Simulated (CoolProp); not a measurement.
R123 at 293.15 K and 3.81 MPa flows at 0.059 m/s in a round tube of 25 mm bore and 15 µm roughness, fully developed (64/Re and Nu = 3.66 if laminar; Colebrook and Gnielinski if turbulent). Each further row changes one setting.

The numbers come from the reference Helmholtz-energy equation of state, Younglove 1994 in CoolProp. It is a modified Benedict-Webb-Rubin equation, recast in Helmholtz form.

```csv
case,Reynolds number,Darcy friction factor,pressure drop (Pa/m),heat-transfer coefficient (W/(m² K)),mass flow (kg/h)
as stated,4720,0.0387,4.00,112,155
velocity 0.118 m/s,9440,0.0322,13.3,225,310
diameter 50 mm,9440,0.0318,1.65,112,620
```

Viscosity comes from a separate model (Tanaka 1996). Thermal conductivity comes from a separate model (Laesecke 1996).
